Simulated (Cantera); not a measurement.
Transport properties of process gases

Gas mixture: N2 = 0.83 (molar parts), at 2.50 bar, frozen composition.

Cantera's kinetic-theory transport with the Lennard-Jones parameters of GRI-Mech 3.0, ideal gas; thermal conductivity in the mixture-averaged form.

| T (K) | ρ (kg/m³) | cp (J/kg/K) | μ (µPa s) | λ (mW/m/K) | Pr | D (cm²/s) H2 | D (cm²/s) CH3 | D (cm²/s) OH |
|---|---|---|---|---|---|---|---|---|
| 400 | 2.11 | 1047 | 22.3 | 32.8 | 0.713 | 0.514 | 0.152 | 0.212 |
| 500 | 1.68 | 1058 | 26.1 | 39.0 | 0.708 | 0.748 | 0.224 | 0.310 |
| 600 | 1.40 | 1074 | 29.6 | 45.2 | 0.704 | 1.01 | 0.306 | 0.422 |
| 700 | 1.20 | 1095 | 32.8 | 51.2 | 0.702 | 1.31 | 0.397 | 0.547 |
| 800 | 1.05 | 1121 | 35.8 | 57.1 | 0.703 | 1.64 | 0.498 | 0.684 |
| 900 | 0.936 | 1147 | 38.7 | 62.9 | 0.706 | 1.99 | 0.607 | 0.833 |
| 1000 | 0.842 | 1169 | 41.5 | 68.6 | 0.708 | 2.37 | 0.724 | 0.993 |
| 1100 | 0.766 | 1187 | 44.2 | 74.1 | 0.707 | 2.78 | 0.849 | 1.16 |
| 1200 | 0.702 | 1203 | 46.7 | 79.5 | 0.707 | 3.21 | 0.982 | 1.34 |
D: mixture-averaged diffusion coefficient of that species in the mixture.
